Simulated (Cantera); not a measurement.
Cantera run:

```python
import numpy as np
import cantera as ct

gas_names = """
    B BH BH2 BH3 BO BO2 B2 B2O B2O2 B2O3 B3O3H3 H HBO HBO2 HO2 H2 H2O H2O2 H3B3O6 O OH O2 O3
""".split()
cond_names = """
    B(b) B(L) B2O3(L) B3O3H3(cr) H2O(s) H2O(L)
""".split()


# ... load() reads the species with a 1 bar reference pressure and builds the phases ...
atoms = {
    'B2O3': {'B': 2, 'O': 3},
    'H2O': {'H': 2, 'O': 1},
    'H2': {'H': 2},
}
top_T = {}  # K; cautious upper limits of use, not melting points


# ... equilibrate(T, P, feed) seeds the gas with the atoms and calls Mixture.equilibrate('TP', solver="vcs", rtol=1e-11, max_steps=5000) ...
results = []
feed = {'B2O3': 1, 'H2O': 4.2, 'H2': 7.4}  # mol
P = 170  # Pa
for T in [875, 975, 1075, 1175, 1275, 1375, 1475, 1575, 1675, 1775, 1875, 1975, 2075, 2175]:
    mix = equilibrate(T, P, feed)
    results.append((T, P, feed, dict(zip(mix.species_names, mix.species_moles))))

top = {s: max(r[3][s] / sum(r[3][g] for g in gas_names) for r in results) for s in gas_names}
cols = sorted((s for s in top if top[s] > 0.001), key=lambda s: -top[s])[:6]
seen = [c for c in cond_names if any(r[3].get(c, 0) > 1e-12 for r in results)]
print("log10 of partial pressures in bar; condensed amounts in mol")
print(f"{'T/K':>10s}" + "".join(f"{s[:9]:>10s}" for s in cols + seen))
for T, P, feed, n in results:
    ng = sum(n[g] for g in gas_names)
    print(f"{T:10.4g}" + "".join(f"{np.log10(max(n[s] / ng * P / 1e5, 1e-99)):10.3f}" for s in cols)
          + "".join(f"{n.get(c, 0):10.4g}" for c in seen))
```

Result:

```
log10 of partial pressures in bar; condensed amounts in mol
       T/K        H2       H2O      HBO2         H      B2O3        OH   B2O3(L)
       875    -2.965    -3.212    -7.496   -11.782   -14.462   -15.164    0.9911
       975    -2.965    -3.211    -6.421   -10.424   -12.009   -13.412    0.9938
      1075    -2.965    -3.212    -5.555    -9.316   -10.029   -11.985    0.9875
      1175    -2.967    -3.218    -4.847    -8.395    -8.399   -10.803    0.9493
      1275    -2.972    -3.238    -4.264    -7.618    -7.036    -9.819    0.8092
      1375    -2.986    -3.297    -3.791    -6.958    -5.881    -9.014    0.4099
      1475    -3.001    -3.359    -3.587    -6.388    -5.278    -8.327         0
      1575    -3.001    -3.358    -3.592    -5.882    -5.174    -7.678         0
      1675    -3.002    -3.356    -3.598    -5.436    -5.086    -7.106         0
      1775    -3.004    -3.355    -3.606    -5.041    -5.011    -6.597         0
      1875    -3.009    -3.355    -3.615    -4.688    -4.948    -6.142         0
      1975    -3.017    -3.356    -3.628    -4.372    -4.899    -5.732         0
      2075    -3.032    -3.360    -3.648    -4.091    -4.867    -5.361         0
      2175    -3.057    -3.371    -3.678    -3.840    -4.855    -5.025         0
```

Method: chemical equilibrium by Gibbs-energy minimisation in Cantera with the NASA 1993 tables (ideal gas, pure condensed phases). Gases not in the tables: H3BO3.
